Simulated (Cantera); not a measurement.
An isothermal, constant-pressure homogeneous reactor starts with C₃H₈ : H₂ = 1 : 32 (molar parts), at 1623 K and 0.0263 atm. Integrator tolerance rtol = 1e-08.

Computed with Cantera and GRI-Mech 3.0 (53 species, 325 reactions). GRI-Mech 3.0 was tuned for natural gas; its chemistry of propane as a main component is partial and can be far from experiment. GRI-Mech 3.0 stops at C3 and has no aromatics, soot or wall deposition, so with more carbon than oxygen in the feed, carbon stays in small species such as C2H2 where larger ones or solid carbon would form. Radical loss at walls, strong at low pressure, is not modelled.

Task: What does this change do: temperature 1623 to 1650 K?

Result: 
```csv
quantity,before,after
x(C₃H₈) at 2.00 s,4.62e-11 (gas-phase equilibrium <1e-12),2.57e-11 (gas-phase equilibrium <1e-12)
x(H₂) at 2.00 s,0.948 (gas-phase equilibrium 0.957),0.951 (gas-phase equilibrium 0.957)
x(H) at 2.00 s,0.000378 (gas-phase equilibrium 0.000417),0.000507 (gas-phase equilibrium 0.000548)
x(CH₃) at 2.00 s,0.000143 (gas-phase equilibrium 1.11e-5),0.000143 (gas-phase equilibrium 1.15e-5)
x(CH₄) at 2.00 s,0.0177 (gas-phase equilibrium 0.00126),0.0132 (gas-phase equilibrium 0.000988)
x(C₂H) at 2.00 s,5.04e-8 (gas-phase equilibrium 6.78e-8),8.26e-8 (gas-phase equilibrium 1.03e-7)
```

Task: What does this change do: C3H8 1 to 3.6 parts?

Result: 
```
quantity                                              before                                      after
-----------------  -----------------------------------------  -----------------------------------------
x(C₃H₈) at 2.00 s    4.62e-11 (gas-phase equilibrium <1e-12)    2.00e-10 (gas-phase equilibrium <1e-12)
x(H₂) at 2.00 s          0.948 (gas-phase equilibrium 0.957)        0.866 (gas-phase equilibrium 0.882)
x(H) at 2.00 s     0.000378 (gas-phase equilibrium 0.000417)  0.000346 (gas-phase equilibrium 0.000400)
x(CH₃) at 2.00 s    0.000143 (gas-phase equilibrium 1.11e-5)   0.000228 (gas-phase equilibrium 1.72e-5)
x(CH₄) at 2.00 s      0.0177 (gas-phase equilibrium 0.00126)     0.0282 (gas-phase equilibrium 0.00187)
x(C₂H) at 2.00 s     5.04e-8 (gas-phase equilibrium 6.78e-8)    1.59e-7 (gas-phase equilibrium 1.99e-7)
```
